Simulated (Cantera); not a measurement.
A perfectly stirred reactor is fed with 82.4 % NH3, 16.5 % N2, 1.07 % H2, at 9.75 Torr; it is held at 2325 K, and followed from long to short residence time.

Cantera simulation using the gas-phase N/H chemistry of the illustrative SiF4/NH3 mechanism in the Surface Chemkin manual (1991); the numbers are that mechanism's predictions, not measurements. Walls and surfaces, which speed up NH3 decomposition in real reactors, are not modelled.

x: mole fraction; the columns are a selection and need not sum to one.

| τ (s) | x NH3 | x NH2 | x N2H2 | x H2 | x NH | x N2 | x H |
|---|---|---|---|---|---|---|---|
| 0.54 | 0.0917 | 0.00105 | 2.25e-6 | 0.606 | 7.53e-5 | 0.299 | ? |
| 0.27 | 0.163 | 0.00157 | 4.41e-6 | 0.548 | 9.15e-5 | 0.286 | ? |
| 0.13 | 0.276 | 0.00229 | 8.40e-6 | 0.456 | 0.000107 | 0.265 | ? |
| 0.065 | 0.412 | 0.00308 | 1.41e-5 | 0.344 | 0.000117 | 0.239 | ? |
| 0.032 | 0.554 | 0.00390 | 2.09e-5 | 0.228 | 0.000119 | 0.213 | ? |
| 0.016 | 0.666 | 0.00459 | 2.65e-5 | 0.137 | 0.000111 | 0.192 | ? |
| 0.0077 | 0.743 | 0.00509 | 2.92e-5 | 0.0737 | 9.48e-5 | 0.178 | ? |
| 0.0038 | 0.785 | 0.00516 | 2.70e-5 | 0.0396 | 7.66e-5 | 0.170 | ? |
| 0.0019 | 0.806 | 0.00464 | 2.00e-5 | 0.0225 | 5.69e-5 | 0.167 | ? |
| 0.00093 | 0.817 | 0.00343 | 9.99e-6 | 0.0147 | 3.44e-5 | 0.165 | ? |
| 0.00046 | 0.821 | 0.00203 | 3.04e-6 | 0.0121 | 1.50e-5 | 0.165 | ? |

Task: What belongs in the gaps?

Result: 
- 0.54, x H: 0.00219
- 0.27, x H: 0.00168
- 0.13, x H: 0.00120
- 0.065, x H: 0.000821
- 0.032, x H: 0.000518
- 0.016, x H: 0.000311
- 0.0077, x H: 0.000174
- 0.0038, x H: 9.61e-5
- 0.0019, x H: 5.27e-5
- 0.00093, x H: 2.81e-5
- 0.00046, x H: 1.57e-5
